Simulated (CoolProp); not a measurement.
Vapour-liquid equilibrium of R115 (1) + R22 (2) at 185.9 K; x and y are mole fractions of (1).

Computed with CoolProp (multi-fluid Helmholtz-energy mixture model, Lemmon 2016 and Kamei 1995; pair parameters Bell 2016).

Question: Give the bubble pressure and the first vapour's composition at x = 0.125, 0.575, 0.8. Is there an azeotrope?

Answer: x = 0.125: 0.07090 bar, y = 0.254; x = 0.575: 0.08435 bar, y = 0.571; x = 0.8: 0.08193 bar, y = 0.647. y crosses x between x = 0.5 and 0.575: the model has an azeotrope there.

The pair parameters rest on a limited set of measurements; away from them the model extrapolates.
